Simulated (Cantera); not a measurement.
# Stirred combustor or abatement burner

A perfectly stirred reactor is fed with 4.80 % CH4, 8.74 % O2, 70.6 % N2, 15.9 % H2O, equivalence ratio 1.1, at 9.87 atm; it is adiabatic with a 425 K inlet, and is followed from long to short residence time, starting on the burning branch (τ in s: 0.13, 0.07, 0.037, 0.019, 0.01, 0.0053, 0.0028, 0.0015, 0.00077, 0.00041, 0.00021, 0.00011, 5.9e-05).

Detailed kinetics in Cantera: GRI-Mech 3.0 (53 species, 325 reactions).

```tsv
τ (s)	T (K)	x CH4	x O2	x H2O	x NO	x C2H6	x CH3
0.13	1369	0.00218	0.00282	0.243	1.07e-8	2.69e-5	1.10e-5
0.070	1348	0.00257	0.00447	0.242	1.24e-8	3.79e-5	1.31e-5
0.037	1293	0.00385	0.00894	0.239	8.12e-9	6.18e-5	1.38e-5
0.019	425	0.0480	0.0874	0.159	<1e-12	<1e-12	<1e-12
0.010	425	0.0480	0.0874	0.159	<1e-12	<1e-12	<1e-12
0.0053	425	0.0480	0.0874	0.159	<1e-12	<1e-12	<1e-12
0.0028	425	0.0480	0.0874	0.159	<1e-12	<1e-12	<1e-12
0.0015	425	0.0480	0.0874	0.159	<1e-12	<1e-12	<1e-12
0.00077	425	0.0480	0.0874	0.159	<1e-12	<1e-12	<1e-12
0.00041	425	0.0480	0.0874	0.159	<1e-12	<1e-12	<1e-12
0.00021	425	0.0480	0.0874	0.159	<1e-12	<1e-12	<1e-12
0.00011	425	0.0480	0.0874	0.159	<1e-12	<1e-12	<1e-12
5.9e-5	425	0.0480	0.0874	0.159	<1e-12	<1e-12	<1e-12
```
x: mole fraction; the columns are a selection and need not sum to one.
